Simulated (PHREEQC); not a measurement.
Dissolve 99 mmol/kgw ZnCl2, 0.035 mmol/kgw NaOH and 1.9 mmol/kgw MnSO4 at 20 °C. Closed to the air; pH follows from the charge balance.

Model: ion-association model, phreeqc.dat, run in PHREEQC.

Task: The ionic strength comes out as 0.278 mol/kgw. What activity coefficients do Mn+2, ZnOH+, Zn+2, SO4-2, ZnCl4-2 get?

Result: Mn+2 0.30, ZnOH+ 0.74, Zn+2 0.27, SO4-2 0.26, ZnCl4-2 0.27.

No solid was allowed to form.
